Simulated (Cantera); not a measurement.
Cantera with NASA thermochemical tables; ideal gases at 1 bar, condensed phases pure. Values are per mole of reaction as written; species without (g) are pure solids or liquids, kept so even where they would boil at 1 bar.

4 NO₂(g) + 3 Nb ⇌ 2 N₂O(g) + 3 NbO₂

```tsv
T (K)	ΔH° (kJ)	ΔS° (J/K)	ΔG° (kJ)	log10 K
300	-2358.4	-466.4	-2218.5	386.26
598	-2346.3	-439.2	-2083.7	182.01
798	…	…	…	…
998	…	…	…	…
1198	-2294.7	-383.8	-1834.9	80.00
1398	-2283.2	-375.0	-1759.0	65.72
1598	-2272.8	-368.0	-1684.8	55.07
1798	…	…	…	…
```

Problem. What belongs in the gaps?

Solution. 
- 798, ΔH° (kJ): -2336.0
- 798, ΔS° (J/K): -424.3
- 798, ΔG° (kJ): -1997.4
- 798, log10 K: 130.74
- 998, ΔH° (kJ): -2322.1
- 998, ΔS° (J/K): -408.9
- 998, ΔG° (kJ): -1914.1
- 998, log10 K: 100.18
- 1798, ΔH° (kJ): -2263.5
- 1798, ΔS° (J/K): -362.5
- 1798, ΔG° (kJ): -1611.7
- 1798, log10 K: 46.82
